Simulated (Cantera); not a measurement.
An isothermal, constant-pressure homogeneous reactor starts with C3H8 : H2 = 1 : 1.4 (molar parts), at 1748 K and 2670 Pa. Integrator tolerance rtol = 1e-08.

Computed with Cantera and GRI-Mech 3.0 (53 species, 325 reactions). GRI-Mech 3.0 was tuned for natural gas; its chemistry of propane as a main component is partial and can be far from experiment. GRI-Mech 3.0 stops at C3 and has no aromatics, soot or wall deposition, so with more carbon than oxygen in the feed, carbon stays in small species such as C2H2 where larger ones or solid carbon would form. Radical loss at walls, strong at low pressure, is not modelled.

Question: What does this change do: temperature 1748 to 1323 K?

Answer: 
```csv
quantity,before,after
x(C3H8) at 80.0 s,<1e-12 (gas-phase equilibrium <1e-12),3.87e-9 (gas-phase equilibrium 2.56e-9)
x(H2) at 80.0 s,0.721 (gas-phase equilibrium 0.721),0.582 (gas-phase equilibrium 0.676)
x(C2H6) at 80.0 s,5.90e-9 (gas-phase equilibrium 5.90e-9),1.53e-5 (gas-phase equilibrium 7.04e-6)
x(CH2) at 80.0 s,4.43e-8 (gas-phase equilibrium 4.43e-8),1.09e-10 (gas-phase equilibrium 9.90e-11)
x(CH4) at 80.0 s,0.000738 (gas-phase equilibrium 0.000738),0.178 (gas-phase equilibrium 0.0557)
x(C2H) at 80.0 s,3.21e-6 (gas-phase equilibrium 3.21e-6),8.87e-10 (gas-phase equilibrium 1.66e-9)
```
